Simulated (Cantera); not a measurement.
**Thermodynamics of carbon deposition, reforming and gasification, feed C2H4 + H2**

Feed: 1 mol C2H4, a varied amount of H2, held at 2527 °C and 0.133 bar.

Equilibrium computed with Cantera from the NASA thermochemical tables; the gas is ideal and each condensed phase is pure. Candidate condensed phases: C, C6H6, C7H8, C8H18; 76 gas species. Rates play no part.

```
n(H2) (mol)   x H2    x H  x C2H2 (acetylene)     x C2H    x C4H2      x C3  n C(graphite)
-----------  -----  -----  ------------------  --------  --------  --------  -------------
3.9          0.775  0.197              0.0259  0.000831  0.000359  0.000237           1.63
5.3          0.775  0.197              0.0259  0.000831  0.000359  0.000237           1.55
7.3          0.775  0.197              0.0259  0.000831  0.000359  0.000237           1.42
10           0.775  0.197              0.0259  0.000831  0.000359  0.000237           1.26
14           0.775  0.197              0.0259  0.000831  0.000359  0.000237           1.01
19           0.775  0.197              0.0259  0.000831  0.000359  0.000237          0.698
26           0.775  0.197              0.0259  0.000831  0.000359  0.000237          0.263
36           0.779  0.198              0.0221  0.000707  0.000260  0.000185              0
50           0.784  0.198              0.0162  0.000519  0.000140  0.000116              0
```
x: gas mole fraction; n: condensed amount in mol.

From 3.9 mol H2 to 26 mol H2 the condensed part is C(graphite). From 36 mol H2 to 50 mol H2 nothing is condensed. The main C-bearing gas is C2H2 (acetylene) throughout.
